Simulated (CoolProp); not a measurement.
Vapour-liquid equilibrium of fluoroethane (R161) (1) + R227EA (2) at 320.3 K; x and y are mole fractions of (1).

Computed with CoolProp (multi-fluid Helmholtz-energy mixture model, Wu 2012 and Lemmon 2016; pair parameters Bell 2016).

```
x      bubble pressure, mixture model (MPa)  bubble pressure, Raoult's law (MPa)  y, mixture model  y, Raoult's law
-----  ------------------------------------  -----------------------------------  ----------------  ---------------
0.05                                 0.8546                               0.8895             0.055            0.091
0.125                                0.8688                               0.9472             0.147            0.214
0.2                                  0.8941                                1.005             0.247            0.323
0.275                                0.9306                                1.063             0.349            0.419
0.35                                 0.9773                                1.120             0.449            0.506
0.425                                 1.033                                1.178             0.543            0.585
0.5                                   1.097                                1.236             0.629            0.656
0.575                                 1.166                                1.293             0.705            0.720
0.65                                  1.240                                1.351             0.773            0.780
0.725                                 1.318                                1.409             0.833            0.834
0.8                                   1.398                                1.467             0.885            0.884
0.875                                 1.480                                1.524             0.932            0.930
0.95                                  1.564                                1.582             0.974            0.973
```

The largest gap from Raoult's law is -12.7 % in bubble pressure, at x = 0.35. No azeotrope shows between x = 0.05 and 0.95.

The pair parameters rest on a limited set of measurements; away from them the model extrapolates.
